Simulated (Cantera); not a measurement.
An isothermal, constant-pressure homogeneous reactor starts with H₂ : O₂ = 0.059 : 1 (molar parts), equivalence ratio 0.029, at 948 K and 2.10 Torr.

Model: GRI-Mech 3.0 (53 species, 325 reactions), integrated in Cantera. Radical loss at walls, strong at low pressure, is not modelled. Below about 950 K walls govern HO2 and H2O2 in real vessels. The temperature is held fixed by assumption; the heat of reaction is taken as removed at once.

x: mole fraction; the columns are a selection and need not sum to one.

```tsv
t (s)	x H₂	x O₂	x H₂O₂	x HO₂	x H	x OH	x H₂O
5.00e-6	0.0557	0.944	<1e-12	<1e-12	<1e-12	<1e-12	<1e-12
3.52e-5	0.0557	0.944	<1e-12	<1e-12	<1e-12	<1e-12	<1e-12
0.000247	0.0557	0.944	<1e-12	5.91e-12	5.32e-12	<1e-12	<1e-12
0.00174	0.0557	0.944	<1e-12	4.17e-11	3.63e-11	1.50e-11	2.20e-11
0.0122	0.0557	0.944	<1e-12	3.96e-10	1.01e-8	(withheld)	2.30e-8
0.0862	0.00120	0.914	1.69e-8	1.87e-6	0.0136	(withheld)	0.0473
0.606	0.000193	0.938	1.87e-8	1.34e-6	0.000998	(withheld)	0.0562
4.26	4.33e-6	0.943	1.21e-8	2.26e-7	3.55e-6	(withheld)	0.0573
30.0	1.25e-7	0.943	2.98e-9	1.46e-8	1.99e-8	(withheld)	0.0573
```

### Question
Complete the blanks.

### Answer

- 0.0122, x OH: 5.46e-9
- 0.0862, x OH: 0.00142
- 0.606, x OH: 0.000547
- 4.26, x OH: 8.19e-5
- 30.0, x OH: 1.46e-5
